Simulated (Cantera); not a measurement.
A perfectly stirred reactor is fed with 1.89 % C2H6, 98.1 % N2, at 100000 Pa; it is held at 1625 K, and followed from long to short residence time.

Model: GRI-Mech 3.0 (53 species, 325 reactions), integrated in Cantera. GRI-Mech 3.0 stops at C3 and has no aromatics, soot or wall deposition, so with more carbon than oxygen in the feed, carbon stays in small species such as C2H2 where larger ones or solid carbon would form.

x: mole fraction; the columns are a selection and need not sum to one.

```
τ (s)     x C2H6  x CH3  x C2H2    x CH2    x CH4
------  --------  -----  ------  -------  -------
1.2      5.11e-6      …  0.0164  1.76e-8  0.00350
0.45     1.22e-5      …  0.0160  3.19e-8  0.00440
0.17     2.76e-5      …  0.0156  5.96e-8  0.00505
0.064    5.97e-5      …  0.0152  1.14e-7  0.00538
0.024   0.000126      …  0.0148  2.17e-7  0.00550
0.0092  0.000258      …  0.0142  4.03e-7  0.00555
0.0035  0.000540      …  0.0130  7.33e-7  0.00558
0.0013   0.00117      …  0.0109  1.30e-6  0.00546
```

What belongs in the gaps?


- 1.2, x CH3: 3.67e-5
- 0.45, x CH3: 5.58e-5
- 0.17, x CH3: 8.26e-5
- 0.064, x CH3: 0.000120
- 0.024, x CH3: 0.000171
- 0.0092, x CH3: 0.000243
- 0.0035, x CH3: 0.000350
- 0.0013, x CH3: 0.000518
